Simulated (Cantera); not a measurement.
Cantera run, input and output.

```python
import numpy as np
import cantera as ct

gas = ct.Solution("gri30.yaml")


def delay(T, t_max=10):
    gas.TPX = T, 84000, {'CH4': 1, 'C2H6': 0.039, 'C3H8': 0.071, 'O2': 4.61, 'N2': 31.4}
    reactor = ct.IdealGasConstPressureReactor(gas, clone=False)
    net = ct.ReactorNet([reactor])
    net.rtol, net.atol = 1e-8, 1e-16
    while net.time < t_max:
        t_old, T_old = net.time, reactor.T
        net.step()
        if reactor.T > T + 400:  # ignition: a rise of 400 K
            return t_old + (T + 400 - T_old) / (reactor.T - T_old) * (net.time - t_old)
    return np.nan


taus = []
for T in [1050, 1125, 1200, 1275, 1350, 1425, 1500, 1575, 1650, 1725]:
    taus.append(delay(T))
    print(f"T0 = {T:6g} K   tau = {taus[-1]:.4e} s")
```

Result:

```
T0 =   1050 K   tau = 2.0352e-01 s
T0 =   1125 K   tau = 5.2724e-02 s
T0 =   1200 K   tau = 1.4219e-02 s
T0 =   1275 K   tau = 4.2641e-03 s
T0 =   1350 K   tau = 1.4834e-03 s
T0 =   1425 K   tau = 6.1889e-04 s
T0 =   1500 K   tau = 3.1767e-04 s
T0 =   1575 K   tau = 2.0265e-04 s
T0 =   1650 K   tau = 1.5800e-04 s
T0 =   1725 K   tau = 1.4478e-04 s
```

Cantera simulation using GRI-Mech 3.0 (53 species, 325 reactions); the numbers are that mechanism's predictions, not measurements. Where the delays flatten at high temperature, the 400 K rule measures the pace of heat release, not the induction time.
